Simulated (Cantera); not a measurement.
Premixed flame

A freely propagating, adiabatic, planar premixed flame of CH4 : C2H6 : O2 : N2 = 1 : 0.03 : 1.62 : 6.09 (molar parts), equivalence ratio 1.3, unburnt at 650 K and 0.210 bar; multicomponent+Soret transport, grid criteria slope 0.08 and curve 0.16, no radiation.

Cantera simulation using GRI-Mech 3.0 (53 species, 325 reactions); the numbers are that mechanism's predictions, not measurements. Burning velocities carry a grid error of a few per cent, more on coarse grids.

```
z (mm)  T (K)  u (m/s)     x CH4    x C2H6     x O2     x CH2   x CH2CO     x H2
------  -----  -------  --------  --------  -------  --------  --------  -------
-4.11     650     1.65     0.114   0.00343    0.185     <1e-8     <1e-8  0.00152
-2.74     652     1.66     0.114   0.00342    0.184     <1e-8   2.65e-8  0.00451
-2.05     661     1.69     0.112   0.00342    0.183     <1e-8   2.19e-7  0.00833
-1.37     727     1.87     0.106   0.00348    0.178     <1e-8   3.89e-6   0.0165
-0.685   1113     2.94    0.0748   0.00370    0.144   1.24e-6   8.20e-5   0.0339
-0.342   1499     4.03    0.0415   0.00182    0.100   2.68e-5  0.000231   0.0454
0        1854     5.07    0.0118  0.000142   0.0518  0.000115  0.000215   0.0512
0.342    2031     5.58   0.00154   1.63e-6   0.0221   7.53e-5   5.29e-5   0.0480
0.685    2078     5.71  0.000122     <1e-8   0.0100   1.24e-5   5.41e-6   0.0439
1.37     2096     5.74   6.09e-7     <1e-8  0.00438   1.07e-7   4.12e-8   0.0425
2.74     2108     5.76     <1e-8     <1e-8  0.00338     <1e-8     <1e-8   0.0435
5.48     2123     5.79     <1e-8     <1e-8  0.00304     <1e-8     <1e-8   0.0436
11.0     2146     5.84     <1e-8     <1e-8  0.00259     <1e-8     <1e-8   0.0433
```
x: mole fraction of selected species; z is measured from the peak of heat release.

| Item | Value |
|---|---|
| laminar burning velocity | 165 cm/s |
| thermal thickness | 1.37 mm |
| peak x(CH2) | 0.000123 |
| peak x(CH2CO) | 0.000265 |
| peak x(H2) | 0.0512 |
| grid points | 150 |
